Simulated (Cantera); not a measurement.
A freely propagating, adiabatic, planar premixed flame of 16.4 % CH3OH, 17.5 % O2, 66.1 % N2, equivalence ratio 1.4, unburnt at 600 K and 0.503 atm; mixture-averaged transport, grid criteria slope 0.08 and curve 0.16, no radiation.

Computed with Cantera and GRI-Mech 3.0 (53 species, 325 reactions). GRI-Mech 3.0 was tuned for natural gas; its chemistry of methanol as a main component is partial and can be far from experiment. Burning velocities carry a grid error of a few per cent, more on coarse grids.

**Question.** Predict: laminar burning velocity; thermal thickness; peak x(CH2O); peak x(CH2); peak x(C2H).

**Answer.** 
```
Item                        Result
------------------------  --------
laminar burning velocity  167 cm/s
thermal thickness         0.406 mm
peak x(CH2O)                0.0153
peak x(CH2)                2.68e-5
peak x(C2H)                1.29e-8
```
